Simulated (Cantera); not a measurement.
Mixture: 2.39 % C3H8, 24.4 % O2, 73.2 % N2, at 11.0 bar, adiabatic and at constant volume. Ignition delay is the time to a rise of 400 K.

Cantera simulation using GRI-Mech 3.0 (53 species, 325 reactions); the numbers are that mechanism's predictions, not measurements. GRI-Mech 3.0 was tuned for natural gas; its chemistry of propane as a main component is partial and can be far from experiment.

Problem. Predict: delay at 1150 K; delay at 1250 K; delay at 1350 K; delay at 1450 K; delay at 1550 K; apparent activation energy between 1450 and 1550 K.

Solution. 
| Item | Result |
|---|---|
| delay at 1150 K | 2.81 ms |
| delay at 1250 K | 0.494 ms |
| delay at 1350 K | 0.102 ms |
| delay at 1450 K | 27.1 µs |
| delay at 1550 K | 9.37 µs |
| apparent activation energy between 1450 and 1550 K | 200 kJ/mol |
